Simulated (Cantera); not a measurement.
Cantera run, input and output.

```python
import numpy as np
import cantera as ct

surf = ct.Interface("ptcombust.yaml", "Pt_surf")
gas = surf.adjacent["gas"]
gas.TPX = 300, 9200, {'H2': 0.021, 'O2': 0.14, 'N2': 0.79}
jet = ct.ImpingingJet(gas=gas, width=0.066, surface=surf)
jet.inlet.mdot, jet.inlet.T, jet.inlet.X = 0.056, 300, {'H2': 0.021, 'O2': 0.14, 'N2': 0.79}
jet.set_refine_criteria(ratio=10, slope=0.2, curve=0.3)
show, cover = ['H2', 'O2', 'H2O', 'OH'], ["PT(S)", "H(S)", "O(S)", "OH(S)", "CO(S)", "C(S)"]

rows = []
print(f"{'Ts/K':>7s}" + "".join(f"{s:>11s}" for s in show + cover) + "   (gas at the wall, coverages)")
for i, Ts in enumerate([700, 750, 800, 850, 900, 950]):
    jet.surface.T = Ts
    if i == 0:
        surf.TP = Ts, 9200
        surf.coverages = "PT(S):0.5, O(S):0.5"
        surf.advance_coverages(1.0)
        jet.set_initial_guess(products="inlet")
    jet.solve(loglevel=0, auto=(i == 0))
    rows.append([*(jet.X[gas.species_index(s), -1] for s in show), *surf[cover].coverages])
    print(f"{Ts:7g}" + "".join(f"{x:11.3e}" for x in rows[-1]))
```

Output:

```
   Ts/K         H2         O2        H2O         OH      PT(S)       H(S)       O(S)      OH(S)      CO(S)       C(S)   (gas at the wall, coverages)
    700  2.460e-03  1.262e-01  3.783e-02  1.507e-10  4.258e-02  2.115e-09  9.551e-01  2.354e-03 -5.675e-20 -1.354e-28
    750  1.915e-03  1.257e-01  3.863e-02  9.018e-10  5.832e-02  5.002e-09  9.397e-01  1.998e-03  3.054e-20  1.094e-29
    800  1.319e-03  1.252e-01  3.953e-02  3.963e-09  9.028e-02  1.435e-08  9.079e-01  1.857e-03  4.315e-21  2.706e-27
    850  9.165e-04  1.248e-01  4.008e-02  1.420e-08  1.367e-01  3.915e-08  8.616e-01  1.739e-03  3.256e-19  8.479e-27
    900  6.810e-04  1.247e-01  4.032e-02  4.331e-08  1.929e-01  9.358e-08  8.055e-01  1.598e-03  2.165e-20  2.211e-25
    950  5.336e-04  1.246e-01  4.042e-02  1.188e-07  2.551e-01  1.977e-07  7.434e-01  1.442e-03 -4.925e-21  3.743e-28
```

Model: Deutschmann's 1995 Pt surface mechanism with GRI-Mech 3.0 gas chemistry, integrated in Cantera. Catalytic surfaces can have several steady states; this one follows from the mechanism file's or the stated starting coverage.
